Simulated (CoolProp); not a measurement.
Propylene along the isobar 22.8 MPa: Z from the reference equation and from simpler models built on Tc = 91.1 °C, pc = 4.555 MPa, ω = 0.146; each cubic takes its own stable root.

Values from CoolProp's reference Helmholtz-energy equation of state, Lemmon 2013.

```
T (°C)   phase  reference
------  ------  ---------
-60.95  liquid     0.8421
-53.05  liquid     0.8222
-45.15  liquid     0.8040
-37.25  liquid     0.7873
-29.35  liquid     0.7721
-21.35  liquid     0.7579
-13.45  liquid     0.7452
-5.55   liquid     0.7336
2.35    liquid     0.7231
10.35   liquid     0.7135
18.25   liquid     0.7050
26.15   liquid     0.6974
34.05   liquid     0.6907
42.05   liquid     0.6847
```

### Question
How far does each simpler model (van der Waals, Redlich-Kwong, Soave-Redlich-Kwong, Peng-Robinson) lie from the reference over these 14 states: mean and median of the absolute difference, and the worst?

### Answer
- van der Waals: mean 47.7 %, median 47.9 %, worst +52.4 % at -60.95 °C and 22.8 MPa
- Redlich-Kwong: mean 6.0 %, median 6.0 %, worst +6.3 % at -60.95 °C and 22.8 MPa
- Soave-Redlich-Kwong: mean 5.0 %, median 4.9 %, worst +5.6 % at -60.95 °C and 22.8 MPa
- Peng-Robinson: mean 6.4 %, median 6.5 %, worst -6.7 % at 2.35 °C and 22.8 MPa
